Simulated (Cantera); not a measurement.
An isothermal, constant-pressure homogeneous reactor starts with NO : N2 = 1 : 2.8 (molar parts), at 1825 K and 0.790 bar. Integrator tolerance rtol = 1e-08.

Cantera simulation using GRI-Mech 3.0 (53 species, 325 reactions); the numbers are that mechanism's predictions, not measurements.

### Question
What does this change do: N2 2.8 to 13 parts?

### Answer
| quantity | before | after |
|---|---|---|
| x(NO) at 3.00 s | 0.181 (gas-phase equilibrium 0.00374) | 0.0635 (gas-phase equilibrium 0.00204) |
| x(NO2) at 3.00 s | 0.000172 (gas-phase equilibrium 6.21e-6) | 2.01e-5 (gas-phase equilibrium 1.75e-6) |
| x(O) at 3.00 s | 3.63e-5 (gas-phase equilibrium 6.26e-5) | 1.21e-5 (gas-phase equilibrium 3.24e-5) |
| x(N2) at 3.00 s | 0.778 (gas-phase equilibrium 0.867) | 0.933 (gas-phase equilibrium 0.963) |
| x(N2O) at 3.00 s | 1.37e-5 (gas-phase equilibrium 2.00e-7) | 1.76e-6 (gas-phase equilibrium 1.15e-7) |
| x(O2) at 3.00 s | 0.0406 (gas-phase equilibrium 0.130) | 0.00395 (gas-phase equilibrium 0.0347) |

### Question
What does this change do: N2 2.8 to 25 parts?

### Answer
```csv
quantity,before,after
x(NO) at 3.00 s,0.181 (gas-phase equilibrium 0.00374),0.0360 (gas-phase equilibrium 0.00150)
x(NO2) at 3.00 s,0.000172 (gas-phase equilibrium 6.21e-6),6.80e-6 (gas-phase equilibrium 9.41e-7)
x(O) at 3.00 s,3.63e-5 (gas-phase equilibrium 6.26e-5),7.24e-6 (gas-phase equilibrium 2.36e-5)
x(N2) at 3.00 s,0.778 (gas-phase equilibrium 0.867),0.963 (gas-phase equilibrium 0.980)
x(N2O) at 3.00 s,1.37e-5 (gas-phase equilibrium 2.00e-7),5.79e-7 (gas-phase equilibrium 8.52e-8)
x(O2) at 3.00 s,0.0406 (gas-phase equilibrium 0.130),0.00124 (gas-phase equilibrium 0.0185)
```

### Question
What does this change do: pressure from 0.790 bar to 0.100 bar?

### Answer
```json
[
 {"quantity": "x(NO) at 3.00 s", "before": "0.181 (gas-phase equilibrium 0.00374)", "after": "0.248 (gas-phase equilibrium 0.00374)"},
 {"quantity": "x(NO2) at 3.00 s", "before": "0.000172 (gas-phase equilibrium 6.21e-6)", "after": "3.94e-5 (gas-phase equilibrium 2.21e-6)"},
 {"quantity": "x(O) at 3.00 s", "before": "3.63e-5 (gas-phase equilibrium 6.26e-5)", "after": "5.31e-5 (gas-phase equilibrium 0.000176)"},
 {"quantity": "x(N2) at 3.00 s", "before": "0.778 (gas-phase equilibrium 0.867)", "after": "0.744 (gas-phase equilibrium 0.866)"},
 {"quantity": "x(N2O) at 3.00 s", "before": "1.37e-5 (gas-phase equilibrium 2.00e-7)", "after": "2.43e-5 (gas-phase equilibrium 7.10e-8)"},
 {"quantity": "x(O2) at 3.00 s", "before": "0.0406 (gas-phase equilibrium 0.130)", "after": "0.00747 (gas-phase equilibrium 0.130)"}
]
```
